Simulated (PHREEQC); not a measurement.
1 kg of water holding 0.55 mol/kgw CaCl2, 0.11 mol/kgw NaCl and 0.0061 mol/kgw KCl is evaporated at 40 °C; the solids stay in contact with the brine. CO2 from the air is kept out. The run lets Halite, Portlandite, Sylvite precipitate or redissolve, and no other solid.

The series has 13 steps of water left (kg), from 1 to 0.09502.

All values are PHREEQC results (Pitzer model, pitzer.dat), not measurements.

### Question
Which solids form, in which order, and at which step of the series does each first stand?

### Answer
Halite from water left = 0.1156 kg.

Away from 25 °C the constants follow the database's enthalpies or fits; those with neither stay at their 25 °C values.
